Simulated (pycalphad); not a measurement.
CALPHAD calculation (pycalphad, COST 507 light-alloy database (1999)), 1 atm. These are 1990s assessments: newer ones move some temperatures and phases.

**Question.** Which phases does Cu-95 at.% Zn hold at 497 K, with what compositions and amounts?

**Answer.** HCP_A3 with 86.1 at.% Zn and HCP_ZN with 99.27 at.% Zn. The lever rule gives (95 − 86.1)/(99.3 − 86.1) = 0.68 of HCP_ZN and 0.32 of HCP_A3.

**Question.** Which phases does Cu-92 at.% Zn hold at 442 K, with what compositions and amounts?

**Answer.** HCP_A3 with 85.6 at.% Zn and HCP_ZN with 99.52 at.% Zn. The lever rule gives (92 − 85.6)/(99.5 − 85.6) = 0.46 of HCP_ZN and 0.54 of HCP_A3.

**Question.** Which phases does Cu-90 at.% Zn hold at 790 K, with what compositions and amounts?

**Answer.** HCP_A3 with 83.5 at.% Zn and LIQUID with 94.5 at.% Zn. The lever rule gives (90 − 83.5)/(94.5 − 83.5) = 0.59 of LIQUID and 0.41 of HCP_A3.

**Question.** Which phases does Cu-41 at.% Zn hold at 662 K, with what compositions and amounts?

**Answer.** FCC_A1 with 38.6 at.% Zn and BCC_B2 with 45.0 at.% Zn. The lever rule gives (41 − 38.6)/(45.0 − 38.6) = 0.38 of BCC_B2 and 0.62 of FCC_A1.

FCC_A1 is fcc; BCC_B2 is ordered bcc (B2); HCP_A3 is hcp; HCP_ZN is hcp (Zn). In Cu-Zn the hcp model also describes the ε phase near CuZn₄.
